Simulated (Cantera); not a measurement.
Oxide etching and cleaning by halides: CaO + HF + N2

Charge: 1 mol CaO, 2.1 mol HF, 7.5 mol N2, at 1798 K and 0.280 bar.

Equilibrium computed with Cantera from the NASA thermochemical tables; the gas is ideal and each condensed phase is pure. Candidate condensed phases: Ca, CaF2, CaO, Ca(OH)2, H2O; 47 gas species. Mutual solubility and eutectic melting of coexisting phases are not modelled. Equilibrium is a limit: real reactors are often held back by kinetics, nucleation or transport.

```yaml
x(N2): 0.855
x(H2O): 0.0958
x(HF): 0.0464
x(CaF2): 0.00121
x(H2): 0.000650
x(O2): 0.000217
x(OH): 0.000164
x(NO): 0.000138
x(H): 1.70e-5
n(CaF2(l)): 0.836 mol
n(CaO(s)): 0.154 mol
gas_amount: 8.768 mol
log10 activity of Ca(l) (absent): -10.75
```
